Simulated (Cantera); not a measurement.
Mixture: C3H8 : O2 : N2 = 1 : 4.55 : 16.4 (molar parts), at 2.90 bar, adiabatic and at constant pressure. Ignition delay is the time to a rise of 400 K.

Model: GRI-Mech 3.0 (53 species, 325 reactions), integrated in Cantera. GRI-Mech 3.0 was tuned for natural gas; its chemistry of propane as a main component is partial and can be far from experiment.

Predict: delay at 1148 K; delay at 1248 K; delay at 1348 K; delay at 1448 K; apparent activation energy between 1398 and 1498 K.


```
Item                                                     Value
--------------------------------------------------  ----------
delay at 1148 K                                        10.3 ms
delay at 1248 K                                        1.44 ms
delay at 1348 K                                       0.270 ms
delay at 1448 K                                        71.1 µs
apparent activation energy between 1398 and 1498 K  200 kJ/mol
```
